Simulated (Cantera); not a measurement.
# Catalytic stagnation flow on Pt

A jet of H₂ : O₂ : N₂ = 0.015 : 0.083 : 0.79 (molar parts), equivalence ratio 0.090 at 300 K and 39.0 Torr hits a platinum plate 8.1 cm away at a mass flux of 0.054 kg/m²/s; the plate temperature is set and raised in steps from an oxygen-covered start.

Computed with Cantera and Deutschmann's 1995 Pt surface mechanism with GRI-Mech 3.0 gas chemistry. Catalytic surfaces can have several steady states; this one follows from the mechanism file's or the stated starting coverage.

```
plate T (K)  wall x H₂  wall x O₂  wall x H₂O  wall x OH  θ free Pt   θ O*     θ OH*
-----------  ---------  ---------  ----------  ---------  ---------  -----  --------
700            0.00206     0.0775      0.0287      <1e-8     0.0602  0.938   0.00182
750            0.00159     0.0770      0.0294      <1e-8     0.0835  0.915   0.00155
800            0.00112     0.0766      0.0301      <1e-8      0.126  0.873   0.00141
850           0.000820     0.0763      0.0305    1.38e-8      0.183  0.816   0.00129
900           0.000630     0.0762      0.0307    4.32e-8      0.247  0.751   0.00115
950           0.000511     0.0761      0.0308    1.19e-7      0.316  0.683   0.00101
1000          0.000432     0.0761      0.0308    2.96e-7      0.387  0.612  0.000882
1050          0.000378     0.0760      0.0308    6.74e-7      0.456  0.543  0.000763
```
x: mole fraction at the wall; θ: surface coverage.
